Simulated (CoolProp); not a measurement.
C2F6 (R116) at several states: Z from the reference equation and from simpler models built on Tc = 293.0 K, pc = 30.48 bar, ω = 0.257; each cubic takes its own stable root.

The numbers come from the reference Helmholtz-energy equation of state, Lemmon 2006 in CoolProp. It is a short technical equation, of lower accuracy than the large ones.

```
T (K)  p (bar)          phase  reference  van der Waals  Redlich-Kwong  Soave-Redlich-Kwong  Peng-Robinson
-----  -------  -------------  ---------  -------------  -------------  -------------------  -------------
245.3     12.9         liquid    0.06450         0.7533        0.07338              0.06964        0.06140
275.2     3.17            gas     0.9557         0.9629         0.9563               0.9550         0.9508
299.5    0.705            gas     0.9928         0.9935         0.9926               0.9926         0.9918
283.7       12            gas     0.8315         0.8561         0.8342               0.8312         0.8163
187.5     30.5         liquid     0.1636         0.2547         0.1757               0.1704         0.1511
339.6     42.8  supercritical     0.6749         0.6048         0.6382               0.6897         0.6573
```

At some of these states van der Waals gives the other phase, because its saturation line lies elsewhere.
